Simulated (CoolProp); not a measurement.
n-pentane at 298.15 K and 0.654 MPa flows at 3.1 m/s in a round tube of 6 mm bore and 15 µm roughness, fully developed (64/Re and Nu = 3.66 if laminar; Colebrook and Gnielinski if turbulent). Each further row changes one setting.

Model: reference Helmholtz-energy equation of state, Thol 2019, in CoolProp.

```tsv
case	Reynolds number	Darcy friction factor	pressure drop (Pa/m)	heat-transfer coefficient (W/(m² K))	mass flow (kg/h)
as stated	63800	0.0271	13500	7290	196
velocity 6.2 m/s	128000	0.0260	51900	14300	392
diameter 12 mm	128000	0.0226	5620	6400	785
```

Viscosity comes from a separate model (Quiñones-Cisneros 2006), older than the equation that it now runs on, and unchecked against measurements. Thermal conductivity comes from a separate model (Vassiliou 2015).
